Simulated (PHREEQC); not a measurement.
1 kg of water holding 0.012 mol KHCO3, 0.018 mol K2SO4, 0.021 mol K2CO3 and 0.5 mol KCl is evaporated at 25 °C; the solids stay in contact with the brine. The system is closed to CO2. Solids allowed: Arcanite, Kalicinite, Misenite, Sylvite. Others were left out.

The series has 28 steps of water left (kg), from 1 to 0.005015.

Equilibrium calculation in PHREEQC: Pitzer model, pitzer.dat.

**Question.** Which solids form, in which order, and at which step of the series does each first stand?

**Answer.** Arcanite from water left = 0.1407 kg (pH 9.71); Sylvite from water left = 0.09502 kg (pH 9.72); Kalicinite from water left = 0.007429 kg (pH 10.41).

Complexes and solids missing from the database can't appear.
